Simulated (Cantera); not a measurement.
A Cantera script and its output.

```python
import numpy as np
import cantera as ct

gas = ct.Solution("gri30.yaml")
gas.TPX = 2175, 120000, {'NO': 1, 'N2': 15}
reactor = ct.IdealGasConstPressureReactor(gas, energy="off", clone=False)
net = ct.ReactorNet([reactor])
net.rtol, net.atol = 1e-08, 1e-18
show = ['NO', 'NO2', 'N2', 'O', 'N2O']
times = np.geomspace(1e-06, 20, 15)

steps = ct.SolutionArray(gas, extra=["t"])
rows = []
print(f"{'t/s':>10s}{'T/K':>9s}{'P/Pa':>11s}" + "".join(f"{s:>11s}" for s in show))
for t in times:
    while net.time < t:
        t_next = net.step()
        steps.append(gas.state, t=t_next)
    rows.append([np.interp(t, steps.t, y) for y in (steps.T, steps.P, *steps(*show).X.T)])
    print(f"{t:10.3e}{rows[-1][0]:9.1f}{rows[-1][1]:11.4g}" + "".join(f"{x:11.3e}" for x in rows[-1][2:]))
rate = np.gradient(steps.T, steps.t)
print("integrator steps:", len(steps.t))
if steps.T.max() > steps.T[0] + 200:
    print(f"time of steepest temperature rise: {steps.t[rate.argmax()]:.4e} s")
gas.TPX = 2175, 120000, {'NO': 1, 'N2': 15}
gas.equilibrate("TP")
print(f"equilibrium (TP): T = {gas.T:.1f} K  " + "  ".join(f"{s} {gas[s].X[0]:.3e}" for s in show))
```

Result:

```
       t/s      T/K       P/Pa         NO        NO2         N2          O        N2O
 1.000e-06   2175.0    1.2e+05  6.250e-02  4.937e-11  9.375e-01  1.754e-08  1.745e-08
 3.323e-06   2175.0    1.2e+05  6.250e-02  5.210e-10  9.375e-01  5.848e-08  5.743e-08
 1.104e-05   2175.0    1.2e+05  6.250e-02  5.012e-09  9.375e-01  1.969e-07  1.849e-07
 3.669e-05   2175.0    1.2e+05  6.250e-02  3.819e-08  9.375e-01  6.924e-07  5.549e-07
 1.219e-04   2175.0    1.2e+05  6.250e-02  2.134e-07  9.375e-01  2.707e-06  1.349e-06
 4.051e-04   2175.0    1.2e+05  6.248e-02  9.786e-07  9.375e-01  1.107e-05  2.057e-06
 1.346e-03   2175.0    1.2e+05  6.244e-02  3.449e-06  9.375e-01  3.814e-05  2.142e-06
 4.472e-03   2175.0    1.2e+05  6.222e-02  7.111e-06  9.376e-01  7.941e-05  2.148e-06
 1.486e-02   2175.0    1.2e+05  6.142e-02  8.342e-06  9.380e-01  9.415e-05  2.102e-06
 4.938e-02   2175.0    1.2e+05  5.855e-02  1.041e-05  9.394e-01  1.223e-04  1.932e-06
 1.641e-01   2175.0    1.2e+05  4.812e-02  1.362e-05  9.446e-01  1.924e-04  1.385e-06
 5.452e-01   2175.0    1.2e+05  2.128e-02  9.665e-06  9.580e-01  3.061e-04  5.038e-07
 1.811e+00   2175.0    1.2e+05  5.271e-03  2.797e-06  9.659e-01  3.566e-04  3.313e-07
 6.019e+00   2175.0    1.2e+05  4.891e-03  2.603e-06  9.661e-01  3.577e-04  3.303e-07
 2.000e+01   2175.0    1.2e+05  4.891e-03  2.603e-06  9.661e-01  3.577e-04  3.303e-07
integrator steps: 865
equilibrium (TP): T = 2175.0 K  NO 4.891e-03  NO2 2.603e-06  N2 9.661e-01  O 3.577e-04  N2O 3.303e-07
```

Computed with Cantera and GRI-Mech 3.0 (53 species, 325 reactions).
